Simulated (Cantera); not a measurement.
A closed system holds: 1 mol Si2H6, 0.0058 mol Cl2, 4.4 mol N2, held at 727 °C and 1.30 mbar.

Equilibrium computed with Cantera from the NASA thermochemical tables; the gas is ideal and each condensed phase is pure. Candidate condensed phases: NH4Cl, Si, Si3N4; 28 gas species. The feed counts by its element totals alone. N2 is the only nitrogen source here; it is nearly inert below about 1500 K, so the nitride shown seldom forms there in practice. Rates play no part.

Base state: N2 0.505, H2 0.493, HCl 0.00191 (mole fractions); condensed: Si3N4(s).

**Question.** What changes in the equilibrium state with this change: temperature from 727 °C to 1477 °C?

**Answer.** 
| species | before | after |
|---|---|---|
| N2 | 0.505 | 0.592 |
| H2 | 0.493 | 0.401 |
| H | 4.42e-8 | 0.00408 |
| Si | <1e-9 | 0.00115 |
| SiH | <1e-9 | 3.49e-5 |
| Si2N | <1e-9 | 2.81e-5 |
| SiCl2 | <1e-9 | 1.87e-5 |
| SiN | <1e-9 | 1.65e-5 |
| Cl | <1e-9 | 1.18e-5 |
| Si3N4(s), mol | 0.667 | 0 |
| Si(l), mol | 0 | 1.99 |
The tables' values for SiN, SiCl are old estimates; treat these amounts as uncertain.
